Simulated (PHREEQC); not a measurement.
A solution holds 0.14 mol Al2(SO4)3 per kg of water, at 25 °C. Closed to the air; pH follows from the charge balance.

Computed with PHREEQC (ion-association model, phreeqc.dat).

- pH = 3.80
- ionic strength = 0.374 mol/kgw
- activity of water = 0.994

```tsv
species	molality	activity	log γ
AlSO4+	0.168	0.116	-0.164
Al(SO4)2-	0.0893	0.0612	-0.164
SO4-2	0.0727	0.0168	-0.637
Al+3	0.0218	0.00218	-0.999
AlOH+2	0.000541	0.000137	-0.598
HSO4-	0.000351	0.000257	-0.136
H+	0.000204	0.000158	-0.111
Al(OH)2+	9.53e-6	6.75e-6	-0.150
AlHSO4+2	5.66e-6	1.61e-6	-0.545
Al(OH)3	5.76e-9	6.28e-9	0.037
```

This is a speciation only: nothing precipitates in the calculation. Examples of supersaturated solids here: Gibbsite (slow to form). Others may be too. Complexes and solids missing from the database can't appear.
